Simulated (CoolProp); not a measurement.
A simple Rankine cycle with water: condensing at 303.15 K, boiler at 1.79 MPa, turbine inlet 485 K, turbine efficiency 0.6, pump efficiency 0.6, no recuperator. Each further row changes one setting.

Computed with CoolProp (reference Helmholtz-energy equation of state, Wagner 2002).

```json
[
 {"case": "as stated", "thermal efficiency (%)": "19.4", "net work (kJ/kg)": "…", "heat in (kJ/kg)": "2680", "turbine exit temperature (K)": "303.1", "volume ratio over the turbine": "259"},
 {"case": "turbine inlet 505 K", "thermal efficiency (%)": "19.5", "net work (kJ/kg)": "…", "heat in (kJ/kg)": "2740", "turbine exit temperature (K)": "303.1", "volume ratio over the turbine": "…"},
 {"case": "condensing temperature 295.15 K", "thermal efficiency (%)": "…", "net work (kJ/kg)": "…", "heat in (kJ/kg)": "2720", "turbine exit temperature (K)": "295.1", "volume ratio over the turbine": "403"},
 {"case": "boiler pressure 1.25 MPa", "thermal efficiency (%)": "…", "net work (kJ/kg)": "502", "heat in (kJ/kg)": "2720", "turbine exit temperature (K)": "303.1", "volume ratio over the turbine": "179"},
 {"case": "turbine efficiency 0.5", "thermal efficiency (%)": "16.2", "net work (kJ/kg)": "434", "heat in (kJ/kg)": "2680", "turbine exit temperature (K)": "303.1", "volume ratio over the turbine": "270"}
]
```

### Question
Fill in the missing entries.

### Answer

- as stated, net work (kJ/kg): 521
- turbine inlet 505 K, net work (kJ/kg): 534
- turbine inlet 505 K, volume ratio over the turbine: 249
- condensing temperature 295.15 K, thermal efficiency (%): 20.3
- condensing temperature 295.15 K, net work (kJ/kg): 550
- boiler pressure 1.25 MPa, thermal efficiency (%): 18.5

The expansion ends wet for: as stated; turbine inlet 505 K; condensing temperature 295.15 K; boiler pressure 1.25 MPa; turbine efficiency 0.5.
